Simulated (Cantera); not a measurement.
## Adiabatic ignition

An adiabatic, constant-pressure homogeneous reactor starts with 10.2 % CH₄, 0.427 % CO, 15.7 % O₂, 59.4 % N₂, 14.2 % H₂O, at 1500 K and 2.20 bar.

Detailed kinetics in Cantera: GRI-Mech 3.0 (53 species, 325 reactions).

```
t (s)     T (K)   x CH₄     x CO     x O₂      x H     x H₂     x N₂O      x NO
--------  -----  ------  -------  -------  -------  -------  --------  --------
2.00e-6    1500   0.102  0.00427    0.157  1.38e-8  1.15e-7    <1e-12    <1e-12
6.32e-6    1500   0.102  0.00427    0.157  1.61e-8  4.16e-7  2.57e-12    <1e-12
2.00e-5    1500   0.102  0.00427    0.157  2.40e-8  1.69e-6  1.92e-11    <1e-12
6.32e-5    1500   0.102  0.00427    0.157  5.59e-8  9.60e-6  1.16e-10    <1e-12
0.000200   1501   0.101  0.00428    0.157  1.87e-7  8.62e-5  5.77e-10    <1e-12
0.000632   1517  0.0967  0.00512    0.155  1.42e-6  0.00130   5.44e-9  5.31e-12
0.00200    2656  <1e-12   0.0527  0.00236  0.00697   0.0459   1.55e-7  0.000924
0.00632    2650  <1e-12   0.0530  0.00218  0.00686   0.0465   1.73e-7   0.00239
0.0200     2649  <1e-12   0.0530  0.00217  0.00685   0.0465   1.76e-7   0.00253
0.0632     2649  <1e-12   0.0530  0.00217  0.00685   0.0465   1.76e-7   0.00253
0.200      2649  <1e-12   0.0530  0.00217  0.00685   0.0465   1.76e-7   0.00253
```
x: mole fraction; the columns are a selection and need not sum to one.

| Property | Result |
|---|---|
| time of steepest temperature rise | 1.04 ms |
| temperature at 0.200 s | 2649 K |
| equilibrium temperature | 2649 K |
| x(CH₄) at 0.200 s | <1e-12 (gas-phase equilibrium <1e-12) |
| x(CO) at 0.200 s | 0.0530 (gas-phase equilibrium 0.0530) |
| x(O₂) at 0.200 s | 0.00217 (gas-phase equilibrium 0.00217) |
